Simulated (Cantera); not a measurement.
An adiabatic, constant-pressure homogeneous reactor starts with 29.4 % H2, 14.8 % O2, 55.8 % N2, at 950 K and 28000 Pa.

Detailed kinetics in Cantera: the H2/O2 subset of GRI-Mech 3.0, which has no nitrogen chemistry.

Predict: time of steepest temperature rise; temperature at 0.500 s; equilibrium temperature; x(H2) at 0.500 s; x(O2) at 0.500 s; x(HO2) at 0.500 s; x(OH) at 0.500 s; x(H) at 0.500 s; x(H2O2) at 0.500 s.


| Quantity | Value |
|---|---|
| time of steepest temperature rise | 0.974 ms |
| temperature at 0.500 s | 2585 K |
| equilibrium temperature | 2585 K |
| x(H2) at 0.500 s | 0.0373 (gas-phase equilibrium 0.0373) |
| x(O2) at 0.500 s | 0.0155 (gas-phase equilibrium 0.0155) |
| x(HO2) at 0.500 s | 3.03e-6 (gas-phase equilibrium 3.03e-6) |
| x(OH) at 0.500 s | 0.0223 (gas-phase equilibrium 0.0223) |
| x(H) at 0.500 s | 0.0133 (gas-phase equilibrium 0.0133) |
| x(H2O2) at 0.500 s | 1.53e-7 (gas-phase equilibrium 1.53e-7) |
